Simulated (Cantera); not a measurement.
Mixture: C₃H₈ : O₂ : N₂ : CO₂ = 1 : 3.85 : 14.5 : 0.89 (molar parts), at 7500 Torr, adiabatic and at constant volume. Ignition delay is the time to a rise of 400 K.

Computed with Cantera and GRI-Mech 3.0 (53 species, 325 reactions). GRI-Mech 3.0 was tuned for natural gas; its chemistry of propane as a main component is partial and can be far from experiment.

**Question.** What does this change do: 0.33 parts H2 added?

**Answer.** 
```tsv
quantity	before	after
delay at 1050 K	29.2 ms	6.45 ms
delay at 1150 K	4.37 ms	2.02 ms
delay at 1250 K	0.698 ms	0.489 ms
delay at 1350 K	0.135 ms	0.113 ms
delay at 1450 K	34.3 µs	31.1 µs
apparent activation energy between 1350 and 1450 K	220 kJ/mol	210 kJ/mol
```
